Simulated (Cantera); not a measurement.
Cantera run:

```python
import numpy as np
import cantera as ct

gas_names = """
    H H2 Pb Pb2
""".split()
cond_names = """
    Pb(cr) Pb(L)
""".split()


# ... load() reads the species with a 1 bar reference pressure and builds the phases ...
atoms = {
    'Pb': {'Pb': 1},
    'H2': {'H': 2},
}
top_T = {}  # K; cautious upper limits of use, not melting points


# ... equilibrate(T, P, feed) seeds the gas with the atoms and calls Mixture.equilibrate('TP', solver="vcs", rtol=1e-11, max_steps=5000) ...
results = []
T = 1298  # K
P = 1000  # Pa
for m in [1.5, 2.2, 2.9, 3.6, 4.3, 5, 5.7, 6.4, 7.1]:
    feed = {'Pb': 1, 'H2': m}  # mol
    mix = equilibrate(T, P, feed)
    results.append((T, P, feed, dict(zip(mix.species_names, mix.species_moles))))
    x = sorted(zip(gas.X, gas.species_names), reverse=True)
    print(f"T = {T:g} K  P = {P:g} Pa  n(H2) = {m:g} mol  gas = {mix.phase_moles(0):.4g} mol")
    print("   x: " + "  ".join(f"{s} {v:.3e}" for v, s in x if v > 1e-05))
    print("   condensed (mol): " + ("  ".join(f"{mix.phase(i).name} {mix.phase_moles(i):.4g}"
          for i in range(1, mix.n_phases) if mix.phase_moles(i) > 1e-12) or "none"))
```

Output:

```
T = 1298 K  P = 1000 Pa  n(H2) = 1.5 mol  gas = 2.015 mol
   x: H2 7.443e-01  Pb 2.557e-01  Pb2 2.393e-05
   condensed (mol): Pb(L) 0.4845
T = 1298 K  P = 1000 Pa  n(H2) = 2.2 mol  gas = 2.956 mol
   x: H2 7.443e-01  Pb 2.557e-01  Pb2 2.393e-05
   condensed (mol): Pb(L) 0.244
T = 1298 K  P = 1000 Pa  n(H2) = 2.9 mol  gas = 3.896 mol
   x: H2 7.443e-01  Pb 2.557e-01  Pb2 2.393e-05
   condensed (mol): Pb(L) 0.003463
T = 1298 K  P = 1000 Pa  n(H2) = 3.6 mol  gas = 4.6 mol
   x: H2 7.826e-01  Pb 2.174e-01  Pb2 1.729e-05
   condensed (mol): none
T = 1298 K  P = 1000 Pa  n(H2) = 4.3 mol  gas = 5.3 mol
   x: H2 8.113e-01  Pb 1.887e-01  Pb2 1.302e-05
   condensed (mol): none
T = 1298 K  P = 1000 Pa  n(H2) = 5 mol  gas = 6 mol
   x: H2 8.333e-01  Pb 1.666e-01  Pb2 1.016e-05
   condensed (mol): none
T = 1298 K  P = 1000 Pa  n(H2) = 5.7 mol  gas = 6.7 mol
   x: H2 8.507e-01  Pb 1.492e-01
   condensed (mol): none
T = 1298 K  P = 1000 Pa  n(H2) = 6.4 mol  gas = 7.4 mol
   x: H2 8.649e-01  Pb 1.351e-01
   condensed (mol): none
T = 1298 K  P = 1000 Pa  n(H2) = 7.1 mol  gas = 8.1 mol
   x: H2 8.765e-01  Pb 1.234e-01  H 1.003e-05
   condensed (mol): none
```

Cantera equilibrium calculation (NASA polynomials, part measured and part estimated; ideal gas, pure solids and liquids).
